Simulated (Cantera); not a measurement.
A freely propagating, adiabatic, planar premixed flame of CH4 : O2 : N2 = 1 : 2.44 : 9.17 (molar parts), equivalence ratio 0.82, unburnt at 573 K and 2.66 atm; mixture-averaged transport, grid criteria slope 0.08 and curve 0.16, no radiation.

Computed with Cantera and GRI-Mech 3.0 (53 species, 325 reactions). Burning velocities carry a grid error of a few per cent, more on coarse grids.

Problem. Predict: laminar burning velocity; thermal thickness; peak x(CO); peak x(HO2).

Solution. 
```json
{
  "laminar_burning_velocity": "70.0 cm/s",
  "thermal_thickness": "0.177 mm",
  "peak x(CO)": "0.0347",
  "peak x(HO2)": "0.000228"
}
```
